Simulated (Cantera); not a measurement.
## Equilibrium for silicon carbide growth: CH₃SiCl₃ + C₂H₂ + H₂ + HF

Input: 1 mol CH₃SiCl₃, 0.25 mol C₂H₂, 3.9 mol H₂, 0.0028 mol HF, held at 360 Pa.

Equilibrium computed with Cantera from the NASA thermochemical tables; the gas is ideal and each condensed phase is pure. Candidate condensed phases: C, C₆H₆, C₇H₈, C₈H₁₈, Si, SiC; 143 gas species. The feed counts by its element totals alone. The tables' values for SiCl, SiCl₃, SiF are old estimates; treat these amounts as uncertain. Gases not in the tables: Si₂H₆ and higher silanes. Equilibrium is a limit: real reactors are often held back by kinetics, nucleation or transport.

| T (°C) | x H₂ | x HCl | x H | x Cl | x Si | x SiCl₂ | x SiC₂ | x SiCl | n C(graphite) | n SiC(s) |
|---|---|---|---|---|---|---|---|---|---|---|
| 1327 | 0.590 | 0.398 | 0.000696 | 0.000371 | 2.85e-7 | 0.00973 | 1.11e-9 | 2.91e-6 | 0.573 | 0.927 |
| 1427 | 0.593 | 0.390 | 0.00189 | 0.000966 | 2.80e-6 | 0.0136 | 2.19e-8 | 1.38e-5 | 0.599 | 0.900 |
| 1527 | 0.595 | 0.379 | 0.00460 | 0.00224 | 2.12e-5 | 0.0180 | 3.10e-7 | 5.42e-5 | 0.630 | 0.869 |
| 1627 | 0.596 | 0.366 | 0.0102 | 0.00473 | 0.000130 | 0.0225 | 3.29e-6 | 0.000182 | 0.663 | 0.834 |
| 1727 | 0.592 | 0.349 | 0.0209 | 0.00915 | 0.000663 | 0.0270 | 2.75e-5 | 0.000536 | 0.699 | 0.793 |
| 1827 | 0.581 | 0.327 | 0.0396 | 0.0164 | 0.00289 | 0.0306 | 0.000186 | 0.00140 | 0.747 | 0.737 |
| 1927 | 0.555 | 0.297 | 0.0699 | 0.0272 | 0.0110 | 0.0328 | 0.00106 | 0.00325 | 0.837 | 0.620 |
| 2027 | 0.503 | 0.253 | 0.114 | 0.0415 | 0.0372 | 0.0321 | 0.00513 | 0.00672 | 1.08 | 0.278 |
| 2127 | 0.428 | 0.223 | 0.173 | 0.0645 | 0.0632 | 0.0195 | 0.0121 | 0.00769 | 1.19 | 0 |
x: gas mole fraction; n: condensed amount in mol.

From 1327 °C to 2027 °C the condensed part is C(graphite) + SiC(s). At 2127 °C the condensed part is C(graphite). The main Si-bearing gas is SiCl₂ at 1327 °C and Si at 2127 °C. The share of Si in condensed phases is highest at 1327 °C (92.7 %) and lowest at 2127 °C (0.0 %).
